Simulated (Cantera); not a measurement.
A diamond (100) surface in a fixed gas of H2 with x(CH4) = 0.0074, x(CH3) = 4.6e-05, at 1250 K, 24000 Pa; coverages are run to steady state.

Computed with Cantera and the Harris–Goodwin 1993 mechanism for the reconstructed diamond (100) surface.

θ: site fractions in the mechanism's names (c6HH fully hydrogenated, c6H* and c6*H radical sites, c6** diradical, c6HM methylated).

```tsv
x(H)	growth (µm/h)	θ c6HH	θ c6H*	θ c6*H	θ c6**	θ c6HM
0.0001	0.202	0.637	0.0282	0.328	0.00460	0.000636
0.0002	0.483	0.550	0.0346	0.403	0.00954	0.000832
0.00038	0.942	0.492	0.0387	0.451	0.0158	0.000988
0.00075	…	0.453	0.0413	0.480	…	0.00109
0.0015	2.95	0.430	0.0427	0.496	0.0293	0.00110
0.0029	…	0.418	0.0434	0.504	0.0334	…
0.0056	6.70	0.411	0.0439	0.507	0.0361	0.000805
0.011	8.94	0.408	0.0443	0.509	0.0377	0.000570
0.021	10.8	0.406	0.0449	0.510	0.0386	0.000369
```

Q: Some entries are withheld; supply them.

A: 
- 0.00075, growth (µm/h): 1.72
- 0.00075, θ c6**: 0.0230
- 0.0029, growth (µm/h): 4.62
- 0.0029, θ c6HM: 0.000996
